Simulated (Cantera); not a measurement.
Feed: 1 mol CH3SiH3, 0.07 mol C2H4, 300 mol H2, at 1650 °C and 75.0 Torr.

These are equilibrium values from Cantera (NASA tables, ideal gas, pure condensed phases), not measurements of a reactor. Candidate condensed phases: C, C6H6, C7H8, C8H18, Si, SiC; 87 gas species. The feed counts by its element totals alone. Kinetics and transport are ignored.

**Question.** What is the equilibrium state?

**Answer.** 
```
Property                                   Result
--------------------------------------  ---------
x(H2)                                       0.997
x(H)                                      0.00298
x(C2H2 (acetylene))                      0.000219
x(CH4)                                    3.64e-5
x(Si)                                     9.94e-6
x(SiH2)                                   3.93e-6
x(SiH)                                    2.57e-6
x(CH3)                                    2.17e-6
n(SiC(s))                               0.995 mol
gas amount                              303.6 mol
log10 activity of C(graphite) (absent)      -0.16
log10 activity of Si(l) (absent)            -1.23
```
